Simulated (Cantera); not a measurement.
A closed system holds: 1 mol H2O, 0.1 mol H2, 0.99 mol SO2, at 2875 K and 4050 Torr.

Method: chemical equilibrium by Gibbs-energy minimisation in Cantera with the NASA 1993 tables (ideal gas, pure condensed phases). Rates play no part.

| species | before | after |
|---|---|---|
| H2O | 0.443 | 0.366 |
| SO2 | 0.403 | 0.332 |
| SO | 0.0480 | 0.0846 |
| O | 0.00416 | 0.0175 |
| H | 0.00926 | 0.0275 |
| O2 | 0.0178 | 0.0418 |
| OH | 0.0298 | 0.0633 |
| H2 | 0.0413 | 0.0599 |
| S | 0.00124 | 0.00428 |
| HO2 | 1.69e-5 | 4.97e-5 |
| SH | 0.000932 | 0.00217 |
| S2 | 0.000280 | 0.000592 |
| S2O | 8.75e-5 | 0.000135 |
| H2S | 0.000182 | 0.000268 |
Gas species are given as mole fractions.

Question: Name the change that produced these shifts.
A. H2 from 0.1 to 0.53 mol
B. temperature from 2875 K to 3173.15 K
C. pressure from 4050 Torr to 0.608 Torr
D. temperature from 2875 K to 2000 K

Answer: B, temperature from 2875 K to 3173.15 K
